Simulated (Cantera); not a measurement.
# Thermodynamics of silicon carbide growth, feed (CH3)2SiCl2 + C2H2 + H2

Input: 1 mol (CH3)2SiCl2, 0.0076 mol C2H2, 24 mol H2, at 14.0 mbar.

These are equilibrium values from Cantera (NASA tables, ideal gas, pure condensed phases), not measurements of a reactor. Candidate condensed phases: C, C6H6, C7H8, C8H18, Si, SiC; 109 gas species. The feed counts by its element totals alone. The tables' values for SiCl are old estimates; treat these amounts as uncertain. Gases not in the tables: Si2H6 and higher silanes. Kinetics and transport are ignored.

From 1650 °C to 2050 °C the condensed part is C(graphite) + SiC(s). From 2150 °C to 2250 °C the condensed part is C(graphite). The main Si-bearing gas is SiCl2 at 1650 °C and Si at 2250 °C.

```tsv
T (°C)	x H2	x H	x HCl	x Si	x Cl	n C(graphite)	n SiC(s)
1650	0.921	0.00764	0.0695	4.94e-5	0.000434	1.01	0.982
1750	0.913	0.0153	0.0685	0.000242	0.000854	0.998	0.970
1850	0.899	0.0288	0.0668	0.00102	0.00157	0.989	0.935
1950	0.874	0.0506	0.0641	0.00378	0.00269	1.02	0.819
2050	0.830	0.0839	0.0598	0.0125	0.00434	1.20	0.434
2150	0.770	0.131	0.0553	0.0221	0.00672	1.31	0
2250	0.703	0.197	0.0507	0.0219	0.0100	1.04	0
```
x: gas mole fraction; n: condensed amount in mol.
